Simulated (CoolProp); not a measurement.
A single-stage vapour-compression cycle with the fluid: evaporating at 269.15 K (dew point), condensing at 329.15 K (bubble point), superheat 0 K, subcooling 5 K, compressor efficiency 0.8, no pressure losses. The same conditions are run with several fluids, on thermodynamics alone (safety and materials aside).

Computed with CoolProp (reference Helmholtz-energy equation of state of each fluid (R143a: Lemmon and Jacobsen 2000; sulfur dioxide: Gao 2016; R115: Lemmon 2016; R113: Marx 1992; R410A: Lemmon 2003; trans-2-butene: Lemmon 2005)). Blends and air are pseudo-pure fits.

```csv
fluid,cooling COP,pressure ratio,discharge temperature (K),refrigerating effect (kJ/kg),volumetric capacity (kJ/m³)
R143a,2.26,4.83,344.5,101,2420
sulfur dioxide,2.93,7.53,436.2,307,1200
R115,2.06,4.87,329.2,49.5,1490
R113,2.91,10.8,330.2,109,114
R410A,2.37,5.02,362.7,133,3570
trans-2-butene,2.89,6.73,340.0,281,614
```

The compression ends wet for: R115.
